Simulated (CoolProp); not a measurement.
Carbon dioxide at 387.9 K and 0.803 MPa flows at 0.29 m/s in a round tube of 4.6 mm bore and 1.5 µm roughness, fully developed (64/Re and Nu = 3.66 if laminar; Colebrook and Gnielinski if turbulent). Each further row changes one setting.

Values from CoolProp's reference Helmholtz-energy equation of state, Span 1996.

```
case               Reynolds number  Darcy friction factor  pressure drop (Pa/m)  heat-transfer coefficient (W/(m² K))  mass flow (kg/h)
-----------------  ---------------  ---------------------  --------------------  ------------------------------------  ----------------
as stated                      774                 0.0827                  8.42                                  19.2             0.193
velocity 0.58 m/s             1550                 0.0413                  16.8                                  19.2             0.387
diameter 9.2 mm               1550                 0.0413                  2.10                                  9.58             0.773
```

Viscosity comes from a separate model (Laesecke 2017). Thermal conductivity comes from a separate model (Huber 2016).
